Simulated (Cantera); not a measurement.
Input: 1 mol SiH₂Cl₂, a varied amount of N₂, equilibrated at 1150 K and 21.0 Pa.

These are equilibrium values from Cantera (NASA tables, ideal gas, pure condensed phases), not measurements of a reactor. Candidate condensed phases: NH₄Cl, Si, Si₃N₄; 28 gas species. N₂ is the only nitrogen source here; it is nearly inert below about 1500 K, so the nitride shown seldom forms there in practice. Equilibrium is a limit: real reactors are often held back by kinetics, nucleation or transport.

**Question.** What share of the Si ends up in condensed phases as a function of n(N₂) (mol), at 1, 1.9, 3.7, 6.9, 13, 24, 46, 87?

**Answer.** 
```
n(N₂) (mol)  Si condensed (%)        as
-----------  ----------------  --------
1                        78.5  Si₃N₄(s)
1.9                      81.6  Si₃N₄(s)
3.7                      83.9  Si₃N₄(s)
6.9                      85.6  Si₃N₄(s)
13                       87.2  Si₃N₄(s)
24                       88.4  Si₃N₄(s)
46                       89.5  Si₃N₄(s)
87                       90.3  Si₃N₄(s)
```
